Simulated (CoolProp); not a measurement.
Vapour-liquid equilibrium of CHF3 (R23) (1) + sulfur hexafluoride (2) at 241.8 K; x and y are mole fractions of (1).

Computed with CoolProp (multi-fluid Helmholtz-energy mixture model, Penoncello 2003 and Guder 2009; pair parameters Bell 2016).

| x | bubble pressure (kPa) | y at the bubble point | dew pressure at overall composition x (kPa) | liquid density (mol/L) |
|---|---|---|---|---|
| 0.05 | 575.1 | 0.199 | 492.5 | 12.12 |
| 0.125 | 692.1 | 0.359 | 531.2 | 12.32 |
| 0.2 | 774.2 | 0.450 | 575.5 | 12.55 |
| 0.275 | 833.7 | 0.511 | 626.4 | 12.80 |
| 0.35 | 878.3 | 0.558 | 684.9 | 13.08 |
| 0.425 | 913.1 | 0.598 | 751.0 | 13.40 |
| 0.5 | 940.8 | 0.634 | 822.9 | 13.75 |
| 0.575 | 963.1 | 0.671 | 893.7 | 14.15 |
| 0.65 | 980.3 | 0.710 | 951.0 | 14.60 |
| 0.725 | 992.1 | 0.753 | 985.3 | 15.11 |
| 0.8 | 997.4 | 0.803 | 997.3 | 15.68 |
| 0.875 | 994.1 | 0.863 | 992.5 | 16.31 |
| 0.95 | 979.7 | 0.938 | 976.7 | 17.02 |

y crosses x between x = 0.8 and 0.875: the model has an azeotrope there.

The pair parameters rest on a limited set of measurements; away from them the model extrapolates.
